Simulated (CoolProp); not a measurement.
Vapour-liquid equilibrium of dimethyl carbonate (1) + cyclohexane (2) at 1.97 MPa; x and y are mole fractions of (1).

Model: multi-fluid Helmholtz-energy mixture model, Zhou 2011 and Zhou 2014; pair parameters Bell 2016, in CoolProp.

```tsv
x	bubble temperature (K)	y at the bubble point	dew temperature at overall composition x (K)	liquid density (mol/L)
0.05	494.1	0.085	495.9	6.443
0.15	488.1	0.218	491.1	6.603
0.25	484.6	0.316	486.9	6.747
0.35	482.7	0.395	483.7	6.899
0.45	481.8	0.465	481.9	7.068
0.55	481.9	0.533	482.0	7.259
0.65	482.7	0.604	483.7	7.473
0.75	484.6	0.686	486.5	7.703
0.85	487.7	0.786	490.0	7.938
0.95	492.5	0.918	493.8	8.164
```

y crosses x between x = 0.45 and 0.55: the model has an azeotrope there.

Pair parameters are fitted to limited data, so mixtures are less certain than the pure fluids.
